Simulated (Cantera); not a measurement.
A closed system holds: 1 mol Al₂O₃, 0.18 mol I₂, 0.17 mol N₂, held at 1298.15 K and 1.10 bar.

Method: chemical equilibrium by Gibbs-energy minimisation in Cantera with the NASA 1993 tables (ideal gas, pure condensed phases). Candidate condensed phases: Al, AlI₃, AlN, Al₂O₃, I₂; 21 gas species. Equilibrium is a limit: real reactors are often held back by kinetics, nucleation or transport.

Base state: N₂ 0.424, I₂ 0.323, I 0.253 (mole fractions); condensed: Al₂O₃(s).

### Question
What changes in the equilibrium state with this change: temperature from 1298.15 K to 1623 K?

### Answer
```csv
species,before,after
I,0.253,0.562
N₂,0.424,0.349
I₂,0.323,0.0891
"Al₂O₃(s), mol",1.00,1.00
```

### Question
What changes in the equilibrium state with this change: pressure from 1.10 bar to 0.120 bar?

### Answer
```json
[
 {"species": "I", "before": "0.253", "after": "0.499"},
 {"species": "N₂", "before": "0.424", "after": "0.365"},
 {"species": "I₂", "before": "0.323", "after": "0.137"},
 {"species": "Al₂O₃(s), mol", "before": "1.00", "after": "1.00"}
]
```

### Question
What changes in the equilibrium state with this change: temperature from 1298.15 K to 1075 K?

### Answer
| species | before | after |
|---|---|---|
| N₂ | 0.424 | 0.469 |
| I₂ | 0.323 | 0.462 |
| I | 0.253 | 0.0687 |
| Al₂O₃(s), mol | 1.00 | 1.00 |
